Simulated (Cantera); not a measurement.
A perfectly stirred reactor is fed with 3.60 % CH4, 94.6 % H2, 1.80 % H, at 2670 Pa; it is held at 2075 K, and followed from long to short residence time.

Cantera simulation using GRI-Mech 3.0 (53 species, 325 reactions); the numbers are that mechanism's predictions, not measurements. GRI-Mech 3.0 stops at C3 and has no aromatics, soot or wall deposition, so with more carbon than oxygen in the feed, carbon stays in small species such as C2H2 where larger ones or solid carbon would form. Radical loss at walls, strong at low pressure, is not modelled.

x: mole fraction; the columns are a selection and need not sum to one.

| τ (s) | x CH4 | x H2 | x H | x C2H2 | x C2H4 |
|---|---|---|---|---|---|
| 28 | 0.000159 | 0.967 | 0.0160 | 0.0173 | 2.03e-6 |
| 8.9 | 0.000286 | 0.967 | 0.0157 | 0.0172 | 2.10e-6 |
| 2.8 | 0.000538 | 0.967 | 0.0150 | 0.0170 | (withheld) |
| 0.89 | 0.00105 | 0.968 | 0.0140 | 0.0167 | (withheld) |
| 0.28 | 0.00215 | 0.969 | 0.0126 | 0.0161 | (withheld) |
| 0.089 | 0.00434 | 0.969 | 0.0113 | 0.0148 | (withheld) |
| 0.028 | 0.00836 | 0.967 | 0.0101 | 0.0125 | (withheld) |
| 0.0089 | 0.0142 | 0.964 | 0.00952 | 0.00915 | (withheld) |
| 0.0028 | 0.0204 | 0.961 | 0.00952 | 0.00549 | (withheld) |
| 0.00089 | 0.0250 | 0.957 | 0.0100 | 0.00263 | (withheld) |

### Question
Complete the blanks.

### Answer

- 2.8, x C2H4: 2.34e-6
- 0.89, x C2H4: 3.09e-6
- 0.28, x C2H4: 5.60e-6
- 0.089, x C2H4: 1.36e-5
- 0.028, x C2H4: 3.67e-5
- 0.0089, x C2H4: 8.73e-5
- 0.0028, x C2H4: 0.000165
- 0.00089, x C2H4: 0.000233
